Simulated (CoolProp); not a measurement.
Vapour-liquid equilibrium of n-heptane (1) + ethylbenzene (2) at 334 kPa; x and y are mole fractions of (1).

Values from CoolProp's multi-fluid Helmholtz-energy mixture model, Span 2003 and Zhou 2012; pair parameters Bell 2016.

Question: Give the bubble temperature and the first vapour's composition at x = 0.25, 0.35, 0.65. Is there an azeotrope?

Answer: x = 0.25: 170.0 °C, y = 0.449; x = 0.35: 165.2 °C, y = 0.561; x = 0.65: 154.3 °C, y = 0.797. No azeotrope shows between x = 0.05 and 0.95.

The pair parameters rest on a limited set of measurements; away from them the model extrapolates.
